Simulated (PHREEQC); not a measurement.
Synthetic water in mg/L, 71 °C, pH 6.32, pe -0.6: Na 169; K 95.6; Ca 69.5; Mg 25.2; Cl 280; S(6) as SO4 23.7; Alkalinity as HCO3 382; N(-3) as NH4 0.147; Si as SiO2 1.52; Br 0.189; F 1.95; Sr 0.412; Fe(2) 0.242.

Na is adjusted to close the charge balance.
Valence states are taken as typed.

Model: ion-association model, wateq4f.dat, run in PHREEQC.

Q: The ionic strength comes out as 0.0172 mol/kgw. What activity coefficients do F-, Ca+2, Br-, NH4+, CaF+ get?

A: F- 0.86, Ca+2 0.58, Br- 0.87, NH4+ 0.87, CaF+ 0.87.

Precipitation was switched off in this run. Constants without temperature data keep their 25 °C values here. SiF6-2 is the database's only silicon fluoride. Fluoro complexes past AlF4- and FeF3 are missing from the database.
